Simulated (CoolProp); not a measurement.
Properties of water along the isobar 0.101 MPa.

Computed with CoolProp (reference Helmholtz-energy equation of state, Wagner 2002).

| T (°C) | phase | cp (kJ/(kg K)) | expansivity (1/kK) | conductivity (mW/(m K)) | fugacity coefficient |
|---|---|---|---|---|---|
| 290.75 | gas | 2.008 | 1.791 | 42.6 | 0.9974 |
| 309.25 | gas | 2.017 | 1.732 | 44.5 | 0.9977 |
| 327.75 | gas | 2.027 | 1.677 | 46.5 | 0.9980 |
| 346.15 | gas | 2.038 | 1.626 | 48.5 | 0.9982 |
| 364.65 | gas | 2.049 | 1.578 | 50.6 | 0.9984 |
| 383.05 | gas | 2.060 | 1.532 | 52.7 | 0.9986 |
| 401.55 | gas | 2.071 | 1.490 | 54.8 | 0.9987 |
| 419.95 | gas | 2.082 | 1.449 | 57.0 | 0.9988 |
| 438.45 | gas | 2.094 | 1.411 | 59.2 | 0.9989 |
| 456.95 | gas | 2.106 | 1.375 | 61.4 | 0.9990 |
| 475.35 | gas | 2.118 | 1.341 | 63.6 | 0.9991 |
| 493.85 | gas | 2.130 | 1.308 | 65.8 | 0.9992 |
| 512.25 | gas | 2.143 | 1.277 | 68.1 | 0.9993 |
| 530.75 | gas | 2.155 | 1.247 | 70.4 | 0.9993 |

Thermal conductivity comes from a separate model (Huber 2012).
